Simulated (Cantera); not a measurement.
An isothermal, constant-pressure homogeneous reactor starts with 1.85 % CH4, 97.5 % H2, 0.605 % CO2, at 2250 K and 120 Torr.

Cantera simulation using GRI-Mech 3.0 (53 species, 325 reactions); the numbers are that mechanism's predictions, not measurements. GRI-Mech 3.0 stops at C3 and has no aromatics, soot or wall deposition, so with more carbon than oxygen in the feed, carbon stays in small species such as C2H2 where larger ones or solid carbon would form.

One state of this run: x CH4 = 0.0183; x H2 = 0.975; x CO2 = 0.00603; x HCO = 7.08e-11; x H2O = 1.36e-5; x CH2O = 5.51e-9. x: mole fraction; the columns are a selection and need not sum to one.

### Question
Which value of t (s) does it belong to?
A) 0.00632
B) 1.75e-5
C) 0.000332
D) 0.525

### Answer
B, 1.75e-5
